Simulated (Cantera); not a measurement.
A Cantera script and its output.

```python
import numpy as np
import cantera as ct

gas = ct.Solution("gri30.yaml")
gas.TPX = 1250, 1000000, {'CH4': 0.0056, 'O2': 0.045, 'N2': 1}
reactor = ct.IdealGasConstPressureReactor(gas, energy="off", clone=False)
net = ct.ReactorNet([reactor])
net.rtol, net.atol = 1e-08, 1e-18
show = ['CH4', 'O2', 'H', 'NO', 'CH2O', 'CH2CO', 'C2H2']
times = np.geomspace(3e-06, 8, 9)

steps = ct.SolutionArray(gas, extra=["t"])
rows = []
print(f"{'t/s':>10s}{'T/K':>9s}{'P/Pa':>11s}" + "".join(f"{s:>11s}" for s in show))
for t in times:
    while net.time < t:
        t_next = net.step()
        steps.append(gas.state, t=t_next)
    rows.append([np.interp(t, steps.t, y) for y in (steps.T, steps.P, *steps(*show).X.T)])
    print(f"{t:10.3e}{rows[-1][0]:9.1f}{rows[-1][1]:11.4g}" + "".join(f"{x:11.3e}" for x in rows[-1][2:]))
rate = np.gradient(steps.T, steps.t)
print("integrator steps:", len(steps.t))
if steps.T.max() > steps.T[0] + 200:
    print(f"time of steepest temperature rise: {steps.t[rate.argmax()]:.4e} s")
gas.TPX = 1250, 1000000, {'CH4': 0.0056, 'O2': 0.045, 'N2': 1}
gas.equilibrate("TP")
print(f"equilibrium (TP): T = {gas.T:.1f} K  " + "  ".join(f"{s} {gas[s].X[0]:.3e}" for s in show))
```

It prints:

```
       t/s      T/K       P/Pa        CH4         O2          H         NO       CH2O      CH2CO       C2H2
 3.000e-06   1250.0      1e+06  5.330e-03  4.283e-02  5.029e-12  1.115e-20  4.188e-12  8.007e-27  3.710e-25
 1.907e-05   1250.0      1e+06  5.330e-03  4.283e-02  8.053e-12  2.260e-19  1.774e-10  1.153e-22  1.277e-21
 1.212e-04   1250.0      1e+06  5.330e-03  4.283e-02  2.972e-11  6.026e-18  8.397e-09  1.732e-18  3.205e-18
 7.707e-04   1250.0      1e+06  5.329e-03  4.283e-02  3.692e-10  4.169e-16  7.501e-07  1.584e-13  3.054e-14
 4.899e-03   1250.0      1e+06  5.195e-03  4.273e-02  1.284e-08  7.551e-14  5.985e-05  1.806e-08  1.306e-09
 3.114e-02   1250.0      1e+06  1.784e-11  3.255e-02  2.336e-08  5.239e-09  2.305e-12  5.747e-12  6.948e-12
 1.980e-01   1250.0      1e+06  1.276e-16  3.217e-02  7.436e-11  1.715e-08  2.244e-16  1.601e-14  3.392e-13
 1.258e+00   1250.0      1e+06  5.406e-18  3.217e-02  3.941e-12  1.931e-08  6.782e-18  9.625e-16  1.471e-14
 8.000e+00   1250.0      1e+06  5.086e-18  3.217e-02  3.931e-12  1.973e-08  6.369e-18  9.044e-16  1.383e-14
integrator steps: 2000
equilibrium (TP): T = 1250.0 K  CH4 2.157e-37  O2 3.211e-02  H 3.933e-12  NO 1.219e-04  CH2O 1.597e-24  CH2CO 2.874e-43  C2H2 3.566e-51
```

Detailed kinetics in Cantera: GRI-Mech 3.0 (53 species, 325 reactions).
